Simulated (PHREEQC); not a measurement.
A solution holds 0.0018 mol/kgw H2SO4 and 0.012 mol/kgw Li2SO4, at 25 °C. It is in equilibrium with CO2 at log p = 0 (atm). Otherwise closed; pH follows from the charge balance.

Equilibrium calculation in PHREEQC: ion-association model, wateq4f.dat.

Precipitation was switched off in this run.

Order these S species by the share of S that they hold, largest first: SO4-2, LiSO4-, HSO4-.

SO4-2 (86 %), HSO4- (9.7 %), LiSO4- (4.4 %)

The pH is 2.71 and the ionic strength 0.0375 mol/kgw. Complexes and solids missing from the database can't appear.
